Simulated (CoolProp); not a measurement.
Saturation properties of fluorine.

Model: reference Helmholtz-energy equation of state, de Reuck 1990, in CoolProp.

```tsv
T (K)	p (kPa)	enthalpy of vaporisation (kJ/kg)	surface tension (mN/m)
107.6	755.5	148.3	7.53
111.3	968.3	142.8	6.62
115.1	1229	136.7	5.70
118.8	1527	130.0	4.84
122.6	1884	122.4	3.98
126.3	2287	114.0	3.17
130.1	2761	104.1	2.38
133.8	3288	92.45	1.65
```

It boils at 85.0 K under 1 atm.

Surface tension comes from a separate correlation (Mulero 2012).
